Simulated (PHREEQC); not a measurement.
Consider water at 85 °C with 0.16 mol/kgw CuSO4, 0.0081 mol/kgw HCl and 0.0023 mol/kgw Na2SO4. Closed to the air; pH follows from the charge balance.

Equilibrium calculation in PHREEQC: ion-association model, phreeqc.dat.

Task: The ionic strength comes out as 0.313 mol/kgw. What activity coefficients do Cu2(OH)2+2, SO4-2, NaSO4-, Na+, H+ get?

Result: Cu2(OH)2+2 0.24, SO4-2 0.21, NaSO4- 0.69, Na+ 0.70, H+ 0.76.

This is a speciation only: nothing precipitates in the calculation. At this temperature some constants are extrapolated from 25 °C, and those without enthalpy data are left unchanged.
